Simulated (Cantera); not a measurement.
A freely propagating, adiabatic, planar premixed flame of H₂ : O₂ : N₂ = 1 : 0.893 : 3.36 (molar parts), unburnt at 523 K and 6.10 bar; mixture-averaged transport, grid criteria slope 0.08 and curve 0.16, no radiation.

Model: the H2/O2 subset of GRI-Mech 3.0, which has no nitrogen chemistry, integrated in Cantera. The hydrogen kinetics of GRI-Mech 3.0 are dated; newer H2 mechanisms differ, most at raised pressure. Burning velocities carry a grid error of a few per cent, more on coarse grids. Lean hydrogen flames are cellular in practice and burn faster than this planar one.

**Question.** What does this change do: 0.49 parts H2O added?

**Answer.** 
| quantity | before | after |
|---|---|---|
| laminar burning velocity | 105 cm/s | 43.1 cm/s |
| thermal thickness | 0.0634 mm | 0.110 mm |
| peak x(H) | 0.00202 | 0.000530 |
| peak x(H₂O₂) | 0.000214 | 0.000308 |
| peak x(OH) | 0.00515 | 0.00255 |
| peak x(O) | 0.00240 | 0.000649 |

**Question.** What does this change do: O2 0.893 to 1.1 parts?

**Answer.** 
```tsv
quantity	before	after
laminar burning velocity	105 cm/s	89.9 cm/s
thermal thickness	0.0634 mm	0.0662 mm
peak x(H)	0.00202	0.00135
peak x(H₂O₂)	0.000214	0.000248
peak x(OH)	0.00515	0.00462
peak x(O)	0.00240	0.00221
```

**Question.** What does this change do: inlet temperature 523 to 498 K?

**Answer.** 
```json
[
 {"quantity": "laminar burning velocity", "before": "105 cm/s", "after": "91.6 cm/s"},
 {"quantity": "thermal thickness", "before": "0.0634 mm", "after": "0.0654 mm"},
 {"quantity": "peak x(H)", "before": "0.00202", "after": "0.00186"},
 {"quantity": "peak x(H₂O₂)", "before": "0.000214", "after": "0.000222"},
 {"quantity": "peak x(OH)", "before": "0.00515", "after": "0.00491"},
 {"quantity": "peak x(O)", "before": "0.00240", "after": "0.00223"}
]
```
